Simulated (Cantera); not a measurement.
An adiabatic, constant-pressure homogeneous reactor starts with C₃H₈ : O₂ : N₂ : H₂O = 1 : 8.47 : 21.2 : 3.9 (molar parts), equivalence ratio 0.59, at 1650 K and 3.90 bar. Integrator tolerance rtol = 1e-08.

Model: GRI-Mech 3.0 (53 species, 325 reactions), integrated in Cantera. GRI-Mech 3.0 was tuned for natural gas; its chemistry of propane as a main component is partial and can be far from experiment.

Task: What does this change do: 0.93 parts H2 added?

Result: 
| quantity | before | after |
|---|---|---|
| time of steepest temperature rise | 8.43 µs | 7.20 µs |
| temperature at 7.00 s | 2721 K | 2777 K |
| equilibrium temperature | 2721 K | 2777 K |
| x(C₃H₈) at 7.00 s | <1e-12 (gas-phase equilibrium <1e-12) | <1e-12 (gas-phase equilibrium <1e-12) |
| x(O₂) at 7.00 s | 0.0878 (gas-phase equilibrium 0.0878) | 0.0755 (gas-phase equilibrium 0.0755) |
| x(H₂O) at 7.00 s | 0.200 (gas-phase equilibrium 0.200) | 0.216 (gas-phase equilibrium 0.216) |
| x(CO) at 7.00 s | 0.0129 (gas-phase equilibrium 0.0129) | 0.0165 (gas-phase equilibrium 0.0165) |
| x(CH₂O) at 7.00 s | 1.11e-10 (gas-phase equilibrium 1.11e-10) | 2.07e-10 (gas-phase equilibrium 2.07e-10) |
| x(C₂H) at 7.00 s | <1e-12 (gas-phase equilibrium <1e-12) | <1e-12 (gas-phase equilibrium <1e-12) |
| x(CH₂CO) at 7.00 s | <1e-12 (gas-phase equilibrium <1e-12) | <1e-12 (gas-phase equilibrium <1e-12) |

Task: What does this change do: constant volume in place of constant pressure?

Result: 
```tsv
quantity	before	after
time of steepest temperature rise	8.43 µs	7.64 µs
temperature at 7.00 s	2721 K	2883 K
equilibrium temperature	2721 K	2883 K
x(C₃H₈) at 7.00 s	<1e-12 (gas-phase equilibrium <1e-12)	<1e-12 (gas-phase equilibrium <1e-12)
x(O₂) at 7.00 s	0.0878 (gas-phase equilibrium 0.0878)	0.0860 (gas-phase equilibrium 0.0860)
x(H₂O) at 7.00 s	0.200 (gas-phase equilibrium 0.200)	0.193 (gas-phase equilibrium 0.193)
x(CO) at 7.00 s	0.0129 (gas-phase equilibrium 0.0129)	0.0176 (gas-phase equilibrium 0.0176)
x(CH₂O) at 7.00 s	1.11e-10 (gas-phase equilibrium 1.11e-10)	3.76e-10 (gas-phase equilibrium 3.76e-10)
x(C₂H) at 7.00 s	<1e-12 (gas-phase equilibrium <1e-12)	<1e-12 (gas-phase equilibrium <1e-12)
x(CH₂CO) at 7.00 s	<1e-12 (gas-phase equilibrium <1e-12)	<1e-12 (gas-phase equilibrium <1e-12)
```
